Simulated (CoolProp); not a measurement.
Vapour-liquid equilibrium of toluene (1) + m-xylene (2) at 0.00213 MPa; x and y are mole fractions of (1).

Model: multi-fluid Helmholtz-energy mixture model, Lemmon 2006 and Zhou 2012; pair parameters Bell 2016, in CoolProp.

```tsv
x	bubble temperature, mixture model (K)	bubble temperature, Raoult's law (K)	y, mixture model	y, Raoult's law
0.05	307.7	307.9	0.154	0.144
0.15	303.8	304.4	?	0.366
0.25	300.5	301.4	0.551	0.526
0.35	?	298.8	0.667	0.646
0.45	?	296.5	0.751	0.738
0.55	293.5	294.5	0.815	0.810
0.65	291.9	292.7	?	0.867
0.75	290.5	291.0	0.908	0.914
0.85	?	289.5	0.946	0.953
0.95	288.0	288.1	0.982	0.986
```

Q: What belongs in the gaps?

A: 
- 0.15, y, mixture model: 0.388
- 0.35, bubble temperature, mixture model (K): 297.7
- 0.45, bubble temperature, mixture model (K): 295.4
- 0.65, y, mixture model: 0.866
- 0.85, bubble temperature, mixture model (K): 289.2

The largest gap from Raoult's law is -1.1 K in bubble temperature, at x = 0.45. No azeotrope shows between x = 0.05 and 0.95.

Pair parameters are fitted to limited data, so mixtures are less certain than the pure fluids.
